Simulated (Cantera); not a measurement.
Input: 1 mol SiC, 1.1 mol N2O, 16 mol N2, 0.0014 mol O2, held at 2.40 Pa.

Cantera equilibrium calculation (NASA polynomials, part measured and part estimated; ideal gas, pure solids and liquids). Candidate condensed phases: C, Si, SiC, SiO2, Si2N2O, Si3N4; 34 gas species. Mutual solubility and eutectic melting of coexisting phases are not modelled. The tables' values for SiN are old estimates; treat these amounts as uncertain. Equilibrium is a limit: real reactors are often held back by kinetics, nucleation or transport.

x: gas mole fraction; n: condensed amount in mol.

| T (°C) | x N2 | x CO | x Si | x SiO | x Si2C | x SiN | n C(graphite) | n Si2N2O(s) | n SiC(s) |
|---|---|---|---|---|---|---|---|---|---|
| 927 | 0.965 | 0.0350 | 4.30e-11 | 6.25e-6 | <1e-12 | 1.31e-12 | 0.397 | 0.500 | 0 |
| 1002 | 0.958 | 0.0420 | 4.31e-9 | 0.000116 | <1e-12 | 8.21e-11 | 0 | 0.366 | 0.265 |
| 1077 | 0.957 | 0.0414 | 2.14e-7 | 0.00186 | 8.73e-11 | 2.69e-9 | 0 | 0.346 | 0.276 |
| 1152 | 0.945 | 0.0340 | 7.50e-6 | 0.0208 | 6.12e-9 | 6.42e-8 | 0 | 0.118 | 0.390 |
| 1227 | 0.939 | 0.0303 | 7.21e-5 | 0.0303 | 1.10e-7 | 4.40e-7 | 0 | 0 | 0.448 |
| 1302 | 0.939 | 0.0305 | … | 0.0301 | … | 2.00e-6 | 0 | 0 | 0.444 |
| 1377 | 0.937 | 0.0314 | 0.00227 | 0.0291 | 1.00e-5 | 7.72e-6 | 0 | 0 | 0.427 |
| 1452 | 0.931 | 0.0347 | 0.00915 | 0.0254 | 6.40e-5 | 2.41e-5 | 0 | 0 | 0.362 |
| 1527 | 0.914 | 0.0428 | 0.0263 | 0.0161 | 0.000279 | 5.45e-5 | 0 | 0 | 0.194 |
| 1602 | 0.896 | 0.0518 | 0.0451 | 0.00601 | 0.000527 | 7.49e-5 | 0 | 0 | 0 |
| 1677 | 0.895 | 0.0523 | 0.0466 | 0.00549 | … | 6.35e-5 | 0 | 0 | 0 |
| 1752 | 0.895 | 0.0523 | 0.0468 | 0.00541 | 1.41e-5 | 5.33e-5 | 0 | 0 | 0 |
| 1827 | 0.895 | 0.0523 | 0.0469 | 0.00539 | 2.53e-6 | 4.51e-5 | 0 | 0 | 0 |

**Question.** Fill in the missing entries.

**Answer.** 
- 1302, x Si: 0.000445
- 1302, x Si2C: 1.19e-6
- 1677, x Si2C: 8.66e-5
